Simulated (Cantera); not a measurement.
Input (Python, Cantera):

```python
import numpy as np
import cantera as ct

gas = ct.Solution("gri30.yaml")
gas.TPX = 398, 290000, {'CO': 1, 'H2': 0.18, 'CH4': 1.1, 'O2': 2.15, 'N2': 8.07}
flame = ct.FreeFlame(gas, width=0.019)
flame.set_refine_criteria(ratio=3, slope=0.08, curve=0.16)
flame.transport_model = "mixture-averaged"
flame.solve(loglevel=0, auto=True)
z, T = flame.grid, flame.T
thick = (T[-1] - T[0]) / np.gradient(T, z).max()
show = ['CO', 'H2', 'CH4', 'CH2CO', 'O2', 'OH']
print(f"laminar burning velocity  {flame.velocity[0] * 100:.3f} cm/s")
print(f"burnt temperature         {T[-1]:.1f} K")
print(f"thermal thickness         {thick * 1e3:.4f} mm")
print(f"grid points               {len(z)}")
z0 = z[flame.heat_release_rate.argmax()]
print(f"{'z/mm':>9s}{'T/K':>9s}{'u/(m/s)':>9s}" + "".join(f"{s:>11s}" for s in show))
rows = []
for k in (-3, -2, -1.5, -1, -0.5, -0.25, 0, 0.25, 0.5, 1, 2, 4, 8):
    zz = z0 + k * thick
    rows.append([k * thick, np.interp(zz, z, T), np.interp(zz, z, flame.velocity),
                 *(np.interp(zz, z, flame.X[gas.species_index(s)]) for s in show)])
    print(f"{rows[-1][0] * 1e3:9.3f}{rows[-1][1]:9.1f}{rows[-1][2]:9.3f}" + "".join(f"{x:11.3e}" for x in rows[-1][3:]))
```

Output:

```
laminar burning velocity  49.749 cm/s
burnt temperature         2223.1 K
thermal thickness         0.1575 mm
grid points               160
     z/mm      T/K  u/(m/s)         CO         H2        CH4      CH2CO         O2         OH
   -0.472    398.2    0.498  7.995e-02  1.507e-02  8.792e-02  3.601e-10  1.719e-01  5.795e-14
   -0.315    401.4    0.503  7.984e-02  1.648e-02  8.763e-02  1.404e-08  1.715e-01  2.157e-11
   -0.236    412.6    0.518  7.976e-02  1.825e-02  8.691e-02  1.002e-07  1.707e-01  4.436e-10
   -0.157    506.0    0.638  8.027e-02  2.195e-02  8.202e-02  2.238e-06  1.648e-01  9.200e-08
   -0.079   1001.7    1.279  8.726e-02  2.757e-02  5.609e-02  4.214e-05  1.267e-01  2.177e-05
   -0.039   1438.5    1.847  9.610e-02  3.028e-02  3.081e-02  1.193e-04  8.556e-02  1.926e-04
    0.000   1825.9    2.349  1.028e-01  3.050e-02  7.820e-03  1.145e-04  4.072e-02  1.377e-03
    0.039   1997.2    2.558  9.659e-02  2.728e-02  7.064e-04  1.776e-05  1.493e-02  3.703e-03
    0.079   2050.5    2.611  8.700e-02  2.572e-02  3.862e-05  9.752e-07  6.204e-03  4.777e-03
    0.157   2097.4    2.655  7.885e-02  2.611e-02  1.486e-07  4.158e-09  2.507e-03  4.616e-03
    0.315   2142.8    2.704  7.653e-02  2.636e-02  4.327e-11  2.723e-12  1.289e-03  3.678e-03
    0.630   2181.0    2.748  7.628e-02  2.611e-02  2.102e-13  3.029e-15  5.716e-04  2.525e-03
    1.260   2205.4    2.775  7.624e-02  2.593e-02  2.679e-13  2.429e-15  2.032e-04  1.529e-03
```

Model: GRI-Mech 3.0 (53 species, 325 reactions), integrated in Cantera. Burning velocities carry a grid error of a few per cent, more on coarse grids.
